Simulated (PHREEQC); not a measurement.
Spent oxide etchant: speciation

Consider water at 80 °C with 0.00016 mol/kgw HF, 0.00028 mol/kgw (NH4)2SiF6, 1.7e-05 mol/kgw HBF4 and 0.022 mol/kgw HCl. Closed to the air; pH follows from the charge balance.

Equilibrium calculation in PHREEQC: ion-association model, wateq4f.dat.

This is a speciation only: nothing precipitates in the calculation.

### Question
Estimate the pH.

### Answer
pH 1.73.

### Question
In which forms is F present?

### Answer
HF 98 %, F- 1.4 % of the F.

Complexes and solids missing from the database can't appear. Away from 25 °C the constants follow the database's enthalpies or fits; those with neither stay at their 25 °C values. SiF6-2 is the database's only silicon fluoride. Real BF4- forms and hydrolyses slowly; the run takes it at equilibrium.
